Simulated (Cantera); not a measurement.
Feed: 1 mol FeS, 0.53 mol SO3, 0.071 mol H2O, held at 775 K and 12.0 mbar.

Cantera equilibrium calculation (NASA polynomials, part measured and part estimated; ideal gas, pure solids and liquids). Gases not in the tables: S3 to S7. The numbers say what is thermodynamically allowed, not how fast it happens.

```tsv
species	before	after
H2O	0.128	0.706
SO2	0.864	0.283
H2S	0.000995	0.00633
H2	3.57e-5	0.000300
S2O	0.000488	0.000184
S2	0.00682	0.00391
FeS2(s), mol	0.522	0.514
Fe3O4(s), mol	0.159	0.162
```
Gas species are given as mole fractions.

Task: Which change was made?
(A) pressure from 12.0 mbar to 1.00 bar
(B) pressure from 12.0 mbar to 9.30 bar
(C) temperature from 775 K to 1148 K
(D) H2O from 0.071 to 1.2 mol

Result: D, H2O from 0.071 to 1.2 mol
